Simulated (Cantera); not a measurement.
Cantera with NASA thermochemical tables; ideal gases at 1 bar, condensed phases pure. Values are per mole of reaction as written; species without (g) are pure solids or liquids, kept so even where they would boil at 1 bar.

3 BaO + 3 Br2(g) = O3(g) + 3 BaBr2

```tsv
T (K)	ΔH° (kJ)	ΔS° (J/K)	ΔG° (kJ)	log10 K	condensed phases
300	-579.8	-267.9	-499.4	86.95	BaO(s), BaBr2(s)
2175	-375.9	-91.7	-176.3	4.24	BaO(s), BaBr2(l)
2250	-370.5	-89.3	-169.6	3.94	BaO(s), BaBr2(l)
2325	[?]	[?]	[?]	[?]	BaO(l), BaBr2(l)
2400	[?]	[?]	[?]	[?]	BaO(l), BaBr2(l)
2475	-530.3	-159.4	-135.7	2.86	BaO(l), BaBr2(l)
2550	[?]	[?]	[?]	[?]	BaO(l), BaBr2(l)
2625	-519.4	-155.2	-112.1	2.23	BaO(l), BaBr2(l)
```

Some entries are withheld; supply them.


- 2325, ΔH° (kJ): -541.0
- 2325, ΔS° (J/K): -163.9
- 2325, ΔG° (kJ): -160.0
- 2325, log10 K: 3.59
- 2400, ΔH° (kJ): -535.7
- 2400, ΔS° (J/K): -161.6
- 2400, ΔG° (kJ): -147.7
- 2400, log10 K: 3.22
- 2550, ΔH° (kJ): -524.9
- 2550, ΔS° (J/K): -157.3
- 2550, ΔG° (kJ): -123.8
- 2550, log10 K: 2.54
